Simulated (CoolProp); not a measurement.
Properties of normal hydrogen along the isotherm 36.8 K (Tc = 33.1 K, pc = 1.296 MPa, ω = -0.219).

Values from CoolProp's reference Helmholtz-energy equation of state, Leachman 2009.

| p (MPa) | phase | cv (kJ/(kg K)) | Joule-Thomson coefficient (K/MPa) | Prandtl number | fugacity coefficient |
|---|---|---|---|---|---|
| 0.249 | gas | 6.272 | 7.519 | 0.686 | 0.9532 |
| 0.499 | gas | 6.367 | 7.494 | 0.720 | 0.9069 |
| 0.748 | gas | 6.480 | 7.431 | 0.777 | 0.8613 |
| 0.997 | gas | 6.626 | 7.304 | 0.873 | 0.8162 |
| 1.25 | gas | 6.828 | 7.055 | 1.05 | 0.7706 |
| 1.5 | supercritical | 7.106 | 6.571 | 1.38 | 0.7253 |
| 1.75 | supercritical | 7.436 | 5.579 | 2.10 | 0.6793 |
| 1.99 | supercritical | 7.442 | 4.026 | 2.78 | 0.6347 |
| 2.24 | supercritical | 7.062 | 2.694 | 2.41 | 0.5912 |
| 2.49 | supercritical | 6.808 | 1.903 | 1.97 | 0.5538 |
| 2.74 | supercritical | 6.675 | 1.414 | 1.70 | 0.5222 |
| 2.99 | supercritical | 6.601 | 1.082 | 1.54 | 0.4956 |
| 3.24 | supercritical | 6.558 | 0.8389 | 1.44 | 0.4729 |

Viscosity comes from a separate model (Muzny 2013). Thermal conductivity comes from a separate model (Assael 2011).
